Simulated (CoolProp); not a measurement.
Vapour-liquid equilibrium of dimethyl carbonate (1) + n-decane (2) at 202 kPa; x and y are mole fractions of (1).

Computed with CoolProp (multi-fluid Helmholtz-energy mixture model, Zhou 2011 and Lemmon 2006; pair parameters Bell 2016).

Give the bubble temperature and the first vapour's composition at x = 0.05, 0.2, 0.275. Is there an azeotrope?

x = 0.05: 447.5 K, y = 0.498; x = 0.2: 408.5 K, y = 0.847; x = 0.275: 401.8 K, y = 0.881. No azeotrope shows between x = 0.05 and 0.95.

The pair parameters rest on a limited set of measurements; away from them the model extrapolates. With so large a gap from Raoult's law the liquid may split in two, which this calculation doesn't test in full.
